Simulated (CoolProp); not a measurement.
Vapour-liquid equilibrium of n-hexane (1) + p-xylene (2) at 2.15 bar; x and y are mole fractions of (1).

Computed with CoolProp (multi-fluid Helmholtz-energy mixture model, Thol 2019 and Zhou 2012; pair parameters Bell 2016).

| x | bubble temperature (K) | y at the bubble point | dew temperature at overall composition x (K) | liquid density (mol/L) |
|---|---|---|---|---|
| 0.05 | 432.7 | 0.221 | 440.1 | 6.852 |
| 0.2 | 411.9 | 0.595 | 433.7 | 6.949 |
| 0.35 | 398.2 | 0.764 | 426.5 | 6.978 |
| 0.5 | 388.5 | 0.857 | 418.0 | 6.968 |
| 0.65 | 381.1 | 0.915 | 407.9 | 6.935 |
| 0.8 | 375.0 | 0.957 | 394.7 | 6.886 |
| 0.95 | 369.6 | 0.990 | 376.0 | 6.828 |

No azeotrope shows between x = 0.05 and 0.95.

Pair parameters are fitted to limited data, so mixtures are less certain than the pure fluids.
